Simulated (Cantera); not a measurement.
A Cantera script and its output.

```python
import numpy as np
import cantera as ct

gas = ct.Solution("gri30.yaml")
gas.TPX = 1750, 500000, {'CH4': 1, 'O2': 2.63, 'N2': 14.7}
reactor = ct.IdealGasConstPressureReactor(gas, energy="on", clone=False)
net = ct.ReactorNet([reactor])
net.rtol, net.atol = 1e-08, 1e-16
show = ['CH4', 'O2', 'H2', 'N2O', 'C2H6', 'O', 'HCN']
times = np.geomspace(3e-06, 2, 11)

steps = ct.SolutionArray(gas, extra=["t"])
rows = []
print(f"{'t/s':>10s}{'T/K':>9s}{'P/Pa':>11s}" + "".join(f"{s:>11s}" for s in show))
for t in times:
    while net.time < t:
        t_next = net.step()
        steps.append(gas.state, t=t_next)
    rows.append([np.interp(t, steps.t, y) for y in (steps.T, steps.P, *steps(*show).X.T)])
    print(f"{t:10.3e}{rows[-1][0]:9.1f}{rows[-1][1]:11.4g}" + "".join(f"{x:11.3e}" for x in rows[-1][2:]))
rate = np.gradient(steps.T, steps.t)
print("integrator steps:", len(steps.t))
if steps.T.max() > steps.T[0] + 200:
    print(f"time of steepest temperature rise: {steps.t[rate.argmax()]:.4e} s")
gas.TPX = 1750, 500000, {'CH4': 1, 'O2': 2.63, 'N2': 14.7}
gas.equilibrate("HP")
print(f"equilibrium (HP): T = {gas.T:.1f} K  " + "  ".join(f"{s} {gas[s].X[0]:.3e}" for s in show))
```

Result:

```
       t/s      T/K       P/Pa        CH4         O2         H2        N2O       C2H6          O        HCN
 3.000e-06   1749.8      5e+05  5.450e-02  1.435e-01  9.055e-06  2.239e-10  1.499e-07  3.042e-07  3.459e-14
 1.147e-05   1749.7      5e+05  5.415e-02  1.433e-01  6.439e-05  2.269e-09  1.409e-05  1.125e-06  9.108e-13
 4.384e-05   1829.7      5e+05  3.735e-02  1.299e-01  6.566e-03  7.176e-08  8.643e-04  4.360e-05  4.632e-09
 1.676e-04   2693.7      5e+05  1.189e-16  3.612e-02  3.327e-03  1.399e-06  1.991e-31  3.020e-03  7.575e-11
 6.407e-04   2688.1      5e+05  1.207e-16  3.437e-02  3.323e-03  1.405e-06  2.032e-31  2.864e-03  1.141e-10
 2.449e-03   2678.8      5e+05  1.243e-16  3.173e-02  3.333e-03  1.461e-06  2.128e-31  2.644e-03  1.667e-10
 9.364e-03   2676.9      5e+05  1.251e-16  3.118e-02  3.336e-03  1.479e-06  2.151e-31  2.599e-03  1.772e-10
 3.580e-02   2676.9      5e+05  1.251e-16  3.118e-02  3.336e-03  1.479e-06  2.151e-31  2.599e-03  1.772e-10
 1.369e-01   2676.9      5e+05  1.251e-16  3.118e-02  3.336e-03  1.479e-06  2.151e-31  2.599e-03  1.772e-10
 5.232e-01   2676.9      5e+05  1.251e-16  3.118e-02  3.336e-03  1.479e-06  2.151e-31  2.599e-03  1.772e-10
 2.000e+00   2676.9      5e+05  1.251e-16  3.118e-02  3.336e-03  1.479e-06  2.151e-31  2.599e-03  1.772e-10
integrator steps: 1718
time of steepest temperature rise: 5.0609e-05 s
equilibrium (HP): T = 2676.9 K  CH4 1.707e-16  O2 3.118e-02  H2 3.336e-03  N2O 1.479e-06  C2H6 3.562e-31  O 2.599e-03  HCN 1.772e-10
```

Detailed kinetics in Cantera: GRI-Mech 3.0 (53 species, 325 reactions).
